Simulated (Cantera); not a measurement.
A Cantera script and what it prints.

```python
import numpy as np
import cantera as ct

gas_names = [...]  # 91 gases of nasa_gas.yaml made of C, Cl, H
cond_names = """
    C(gr) C6H6(L) C7H8(L) C8H18(L),n-octa
""".split()


# ... load() reads the species with a 1 bar reference pressure and builds the phases ...
atoms = {
    'CH3Cl': {'C': 1, 'H': 3, 'CL': 1},
    'HCl': {'H': 1, 'CL': 1},
}
top_T = {'C(gr)': 4500}  # K; cautious upper limits of use, not melting points


# ... equilibrate(T, P, feed) seeds the gas with the atoms and calls Mixture.equilibrate('TP', solver="vcs", rtol=1e-11, max_steps=5000) ...
results = []
feed = {'CH3Cl': 1, 'HCl': 0.013}  # mol
T = 2725  # K
P = 3.1  # Pa
mix = equilibrate(T, P, feed)
results.append((T, P, feed, dict(zip(mix.species_names, mix.species_moles))))
x = sorted(zip(gas.X, gas.species_names), reverse=True)
print(f"T = {T:g} K  P = {P:g} Pa  gas = {mix.phase_moles(0):.4g} mol")
print("   x: " + "  ".join(f"{s} {v:.3e}" for v, s in x if v > 1e-05))
print("   condensed (mol): " + ("  ".join(f"{mix.phase(i).name} {mix.phase_moles(i):.4g}"
      for i in range(1, mix.n_phases) if mix.phase_moles(i) > 1e-12) or "none"))
```

It prints:

```
T = 2725 K  P = 3.1 Pa  gas = 4.488 mol
   x: H 6.622e-01  CL 2.240e-01  C3 5.170e-02  C 4.648e-02  C2 9.791e-03  H2 3.491e-03  HCL 1.702e-03  C2H 4.890e-04  C5 9.761e-05  C4 3.756e-05  C2H2,acetylene 2.323e-05  CH 1.132e-05
   condensed (mol): none
```

Method: chemical equilibrium by Gibbs-energy minimisation in Cantera with the NASA 1993 tables (ideal gas, pure condensed phases).
